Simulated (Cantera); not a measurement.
Charge: 1 mol CaCO₃, 1.6 mol H₂O, 6.7 mol H₂, at 13.3 mbar.

Equilibrium computed with Cantera from the NASA thermochemical tables; the gas is ideal and each condensed phase is pure. Candidate condensed phases: C, C₆H₆, C₇H₈, C₈H₁₈, Ca, CaCO₃, CaO, Ca(OH)₂, H₂O; 115 gas species. Rates play no part.

x: gas mole fraction; n: condensed amount in mol.

```
T (K)   x H₂  x H₂O     x CO     x CO₂     x CH₄       x H  n CaCO₃(calcite)  n CaO(s)
-----  -----  -----  -------  --------  --------  --------  ----------------  --------
675    0.806  0.194  6.40e-5  0.000185  0.000453    <1e-12             0.994   0.00583
750    0.798  0.195  0.00274   0.00410  0.000369  2.45e-12             0.940    0.0603
825    0.684  0.219   0.0448    0.0513  0.000133  5.68e-11             0.116     0.884
900    0.661  0.232   0.0595    0.0480   9.99e-6  8.23e-10                 0      1.00
975    0.653  0.240        ?         ?         ?         ?                 0      1.00
1050   0.646  0.246   0.0742    0.0333   1.50e-7   5.65e-8                 0      1.00
1125   0.641  0.251   0.0793         ?         ?         ?                 0      1.00
1200   0.637  0.255   0.0832    0.0243   6.15e-9   1.36e-6                 0      1.00
1275   0.634  0.258   0.0864    0.0212   1.64e-9   5.08e-6                 0      1.00
1350   0.632  0.261   0.0888    0.0187  5.04e-10   1.64e-5                 0      1.00
1425   0.630  0.263   0.0908    0.0167  1.75e-10   4.69e-5                 0      1.00
1500   0.628  0.264   0.0925    0.0151  6.79e-11  0.000121                 0     1.000
1575   0.626  0.266   0.0938    0.0137  2.88e-11  0.000285                 0     1.000
```

**Question.** Some entries are withheld; supply them.

**Answer.** 
- 975, x CO: 0.0677
- 975, x CO₂: 0.0398
- 975, x CH₄: 1.05e-6
- 975, x H: 8.00e-9
- 1125, x CO₂: 0.0283
- 1125, x CH₄: 2.74e-8
- 1125, x H: 3.08e-7
